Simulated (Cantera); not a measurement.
Input: 1 mol Si2Cl6, 0.043 mol HCl, 9.5 mol H2, equilibrated at 1298 K and 0.825 Torr.

Equilibrium computed with Cantera from the NASA thermochemical tables; the gas is ideal and each condensed phase is pure. Candidate condensed phases: Si; 19 gas species. The feed counts by its element totals alone. The tables' values for SiCl3 are old estimates; treat these amounts as uncertain. Kinetics and transport are ignored.

Base state: H2 0.677, HCl 0.180, SiCl2 0.127, SiCl3 0.0104, SiCl4 0.00506, SiHCl3 0.000861, H 2.66e-5, SiH2Cl2 2.06e-5 (mole fractions); condensed: Si(s).

Problem. What changes in the equilibrium state with this change: temperature from 1298 K to 1648.15 K?

Solution. 
```
species      before     after
----------  -------  --------
H2            0.677     0.672
HCl           0.180     0.170
SiCl2         0.127     0.153
SiCl3        0.0104   0.00111
Si          3.69e-8  0.000235
SiH         8.46e-9   1.17e-5
SiCl4       0.00506   1.77e-5
SiCl        1.42e-6  0.000374
Si(s), mol    0.225    0.0523
```
The tables' values for SiCl3, SiCl are old estimates; treat these amounts as uncertain.

Problem. What changes in the equilibrium state with this change: temperature from 1298 K to 1123.15 K?

Solution. 
```
species       before    after
----------  --------  -------
H2             0.677    0.747
HCl            0.180    0.127
SiCl4        0.00506   0.0590
SiCl2          0.127   0.0457
SiCl3         0.0104   0.0147
H            2.66e-5  1.11e-6
SiHCl3      0.000861  0.00595
SiH2Cl2      2.06e-5  7.35e-5
Si(s), mol     0.225    0.533
```

Problem. What changes in the equilibrium state with this change: Si2Cl6 replaced by SiH4?

Solution. 
```json
[
 {"species": "H2", "before": "0.677", "after": "0.996"},
 {"species": "HCl", "before": "0.180", "after": "0.00365"},
 {"species": "SiCl2", "before": "0.127", "after": "3.56e-5"},
 {"species": "SiCl3", "before": "0.0104", "after": "4.89e-8"},
 {"species": "SiCl4", "before": "0.00506", "after": "<1e-9"},
 {"species": "SiHCl3", "before": "0.000861", "after": "4.93e-9"},
 {"species": "SiH2Cl2", "before": "2.06e-5", "after": "8.54e-9"},
 {"species": "H", "before": "2.66e-5", "after": "3.22e-5"},
 {"species": "Si(s), mol", "before": "0.225", "after": "1.000"}
]
```
